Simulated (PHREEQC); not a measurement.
# Buffer

Solution (25 °C): 0.057 mol KHCO3 and 0.41 mol K2HPO4 per kg of water. Closed to the air; pH follows from the charge balance.

The numbers come from PHREEQC with the ion-association model, phreeqc.dat.

Each row changes one thing in this solution. Precipitation was switched off in this run.

```json
[
 {"case": "as made", "pH": "8.53", "ionic strength (mol/kgw)": "1.14", "K+ (mol/kgw)": "0.801", "HCO3- (mol/kgw)": "0.0537", "CO3-2 (mol/kgw)": "0.00315", "CO2 (mol/kgw)": "0.000180"},
 {"case": "diluted 100-fold with water", "pH": "___", "ionic strength (mol/kgw)": "___", "K+ (mol/kgw)": "0.00873", "HCO3- (mol/kgw)": "0.000535", "CO3-2 (mol/kgw)": "3.41e-5", "CO2 (mol/kgw)": "1.10e-6"},
 {"case": "K2HPO4 left out", "pH": "8.17", "ionic strength (mol/kgw)": "0.0577", "K+ (mol/kgw)": "0.0570", "HCO3- (mol/kgw)": "0.0556", "CO3-2 (mol/kgw)": "0.000691", "CO2 (mol/kgw)": "0.000693"},
 {"case": "K2HPO4 from 0.41 to 0.451 mol/kgw", "pH": "8.54", "ionic strength (mol/kgw)": "1.24", "K+ (mol/kgw)": "0.871", "HCO3- (mol/kgw)": "0.0536", "CO3-2 (mol/kgw)": "0.00323", "CO2 (mol/kgw)": "0.000174"},
 {"case": "diluted 5-fold with water", "pH": "___", "ionic strength (mol/kgw)": "___", "K+ (mol/kgw)": "0.169", "HCO3- (mol/kgw)": "0.0107", "CO3-2 (mol/kgw)": "0.000709", "CO2 (mol/kgw)": "2.98e-5"}
]
```

### Question
Fill in the missing entries.

### Answer

- diluted 100-fold with water, pH: 8.99
- diluted 100-fold with water, ionic strength (mol/kgw): 0.0128
- diluted 5-fold with water, pH: 8.75
- diluted 5-fold with water, ionic strength (mol/kgw): 0.245

The ionic strength passes 0.7 mol/kgw, the rough limit of the ion-association models, in as made; K2HPO4 from 0.41 to 0.451 mol/kgw.
